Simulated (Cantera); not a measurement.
Cantera run:

```python
import numpy as np
import cantera as ct

gas_names = """
    Ca CaO CaOH CaO2H2 Ca2 H HO2 H2 H2O H2O2 O OH O2 O3
""".split()
cond_names = """
    Ca(a) Ca(b) Ca(L) CaO(s) CaO(L) CaO2H2(s) H2O(s) H2O(L)
""".split()


def load(file, names, dense=False):
    # The tables refer to 1 bar. Condensed volumes are neglected.
    table = {s.name: s for s in ct.Species.list_from_file(file)}
    out = []
    for n in names:
        d = dict(table[n].input_data)
        d["thermo"] = dict(d["thermo"], **{"reference-pressure": 1e5})
        if dense:
            d["equation-of-state"] = {"model": "constant-volume", "density": "1e6 g/cm^3"}
        out.append(ct.Species.from_dict(d))
    return out


gas = ct.Solution(thermo="ideal-gas", species=load("nasa_gas.yaml", gas_names))
cond = {s.name: ct.Solution(thermo="fixed-stoichiometry", species=[s], name=s.name)
        for s in load("nasa_condensed.yaml", cond_names, dense=True)}
atoms = {
    'Ca(OH)2': {'Ca': 1, 'O': 2, 'H': 2},
    'H2O': {'H': 2, 'O': 1},
}
top_T = {}  # K; cautious upper limits of use, not melting points


def equilibrate(T, P, feed):
    n = {}
    for name, mol in feed.items():
        for a, k in atoms[name].items():
            n[a] = n.get(a, 0.0) + k * mol
    gas.TPX = T, P, n
    mass = sum(n.values()) * gas.mean_molecular_weight
    gas.equilibrate("TP")
    valid = [c for c in cond.values() if c.min_temp <= T <= top_T.get(c.name, c.max_temp)]
    mix = ct.Mixture([(gas, mass / gas.mean_molecular_weight)] + [(c, 0.0) for c in valid])
    mix.T, mix.P = T, P
    mix.equilibrate("TP", solver="vcs", rtol=1e-11, max_steps=5000)
    return mix


results = []
feed = {'Ca(OH)2': 1, 'H2O': 0.16}  # mol
P = 23000  # Pa
for T in [600, 800, 1000, 1200, 1400, 1600, 1800, 2000]:
    mix = equilibrate(T, P, feed)
    results.append((T, P, feed, dict(zip(mix.species_names, mix.species_moles))))

top = {s: max(r[3][s] / sum(r[3][g] for g in gas_names) for r in results) for s in gas_names}
cols = sorted((s for s in top if top[s] > 0.001), key=lambda s: -top[s])[:9]
seen = [c for c in cond_names if any(r[3].get(c, 0) > 1e-12 for r in results)]
print("log10 of partial pressures in bar; condensed amounts in mol")
print(f"{'T/K':>10s}" + "".join(f"{s[:9]:>10s}" for s in cols + seen))
for T, P, feed, n in results:
    ng = sum(n[g] for g in gas_names)
    print(f"{T:10.4g}" + "".join(f"{np.log10(max(n[s] / ng * P / 1e5, 1e-99)):10.3f}" for s in cols)
          + "".join(f"{n.get(c, 0):10.4g}" for c in seen))
```

Result:

```
log10 of partial pressures in bar; condensed amounts in mol
       T/K       H2O        H2        O2        OH    CaO(s) CaO2H2(s)
       600    -0.638   -12.745   -13.046   -15.494         0         1
       800    -0.638    -9.181    -9.485   -11.080         1         0
      1000    -0.638    -7.028    -7.338    -8.424         1         0
      1200    -0.638    -5.583    -5.903    -6.649         1         0
      1400    -0.638    -4.544    -4.878    -5.381         1         0
      1600    -0.639    -3.761    -4.111    -4.430         1         0
      1800    -0.641    -3.151    -3.517    -3.692         1         0
      2000    -0.646    -2.663    -3.046    -3.104    0.9999         0
```

Equilibrium computed with Cantera from the NASA thermochemical tables; the gas is ideal and each condensed phase is pure.
